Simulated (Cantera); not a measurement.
A perfectly stirred reactor is fed with C2H6 : N2 = 1 : 19 (molar parts), at 10.00 Torr; it is held at 1798 K, and followed from long to short residence time.

Detailed kinetics in Cantera: GRI-Mech 3.0 (53 species, 325 reactions). GRI-Mech 3.0 stops at C3 and has no aromatics, soot or wall deposition, so with more carbon than oxygen in the feed, carbon stays in small species such as C2H2 where larger ones or solid carbon would form. Radical loss at walls, strong at low pressure, is not modelled.

Task: What does this change do: C2H6 1 to 0.18 parts?

Result: 
```csv
quantity,before,after
x(C2H6) at τ = 1.80 s,6.89e-6,1.97e-6
x(C2H) at τ = 1.80 s,4.30e-6,1.71e-6
x(H2) at τ = 1.80 s,0.0874,0.0176
x(C2H2) at τ = 1.80 s,0.0441,0.00864
x(CH3) at τ = 1.80 s,0.000413,0.000141
x(C2H6) at τ = 84.0 ms,0.000136,3.81e-5
x(C2H) at τ = 84.0 ms,5.16e-6,2.41e-6
x(H2) at τ = 84.0 ms,0.0786,0.0158
x(C2H2) at τ = 84.0 ms,0.0407,0.00808
x(CH3) at τ = 84.0 ms,0.00191,0.000663
```
